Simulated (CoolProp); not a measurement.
Saturation properties of p-xylene.

Values from CoolProp's reference Helmholtz-energy equation of state, Zhou 2012.

| T (°C) | p (MPa) | vapour density (kg/m³) | enthalpy of vaporisation (kJ/kg) | liquid viscosity (µPa s) |
|---|---|---|---|---|
| 145.35 | 0.1218 | 3.927 | 332.0 | 210 |
| 153.45 | 0.1493 | 4.762 | 326.8 | 198 |
| 161.55 | 0.1815 | 5.732 | 321.5 | 187 |
| 169.65 | 0.2187 | 6.852 | 316.0 | 177 |
| 177.75 | 0.2616 | 8.139 | 310.3 | 167 |
| 185.85 | 0.3107 | 9.613 | 304.5 | 158 |
| 193.95 | 0.3666 | 11.29 | 298.5 | 149 |
| 202.05 | 0.4298 | 13.21 | 292.2 | 141 |
| 210.15 | 0.5009 | 15.38 | 285.7 | 133 |
| 218.25 | 0.5807 | 17.84 | 278.9 | 126 |
| 226.45 | 0.6709 | 20.67 | 271.8 | 119 |
| 234.55 | 0.7700 | 23.83 | 264.3 | 113 |
| 242.65 | 0.8799 | 27.43 | 256.5 | 107 |
| 250.75 | 1.001 | 31.51 | 248.2 | 101 |

It boils at 138.3 °C under 1 atm.

Viscosity comes from a separate model (Balogun 2015).
